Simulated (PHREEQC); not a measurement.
A column of 0.1 m (30 cells, dispersivity 0.0035 m, 300 s a shift, diffusion coefficient 3e-10 m²/s) holds 0.00029 eq of the database's cation exchanger X per kg of pore water, first in equilibrium with 0.0018 mol ZnCl2 and 1e-05 mol HCl per kg of water. It is flushed with 0.00038 mol/kgw MnCl2 and 1e-05 mol/kgw HCl, at 40 °C. Values are for the last cell. CO2 from the air is kept out. No solid was allowed to form.

The series has 31 steps of pore volumes, from 0 to 3.017.

All values are PHREEQC results (ion-association model, phreeqc.dat), not measurements.

After how many pore volumes does Mn at the outlet first reach half of its feed value?

By 1.3 pore volumes.

Constants without temperature data keep their 25 °C values here.
